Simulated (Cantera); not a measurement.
Feed: 1 mol Si, 1.5 mol H₂, equilibrated at 1125 °C and 900 Torr.

Method: chemical equilibrium by Gibbs-energy minimisation in Cantera with the NASA 1993 tables (ideal gas, pure condensed phases). Candidate condensed phases: Si; 9 gas species. Equilibrium is a limit: real reactors are often held back by kinetics, nucleation or transport.

Problem. What is the equilibrium state?

Solution. 
```json
{
  "x(H₂)": "1.000",
  "x(H)": "4.33e-6",
  "x(SiH₄)": "1.08e-6",
  "n(Si(s))": "1.000 mol",
  "gas_amount": "1.500 mol"
}
```
